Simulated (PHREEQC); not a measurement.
Model water analysis in mmol/kgw, 25 °C, pH 3.09: Na 105; K 12.2; Ca 3.44; Mg 5.41; Cl 28.4; S(6) 57.

Valence states are taken as typed.

Computed with PHREEQC (Pitzer model, pitzer.dat).

```
quantity                          before     after
-------------------------------  -------  --------
HSO4- (mol/kgw)                  0.00141  0.000766
SI of Gypsum (CaSO4:2H2O)          -0.52     -0.65
SI of Mirabilite (Na2SO4:10H2O)    -2.91     -3.11
```

**Question.** What was changed between the two runs?
A. Mg from 5.41 to 16.2 mmol/kgw
B. S(6) from 57 to 28.5 mmol/kgw
C. temperature from 25 to 50 °C at the same typed pH

**Answer.** B, S(6) from 57 to 28.5 mmol/kgw

This is a speciation only: nothing precipitates in the calculation.
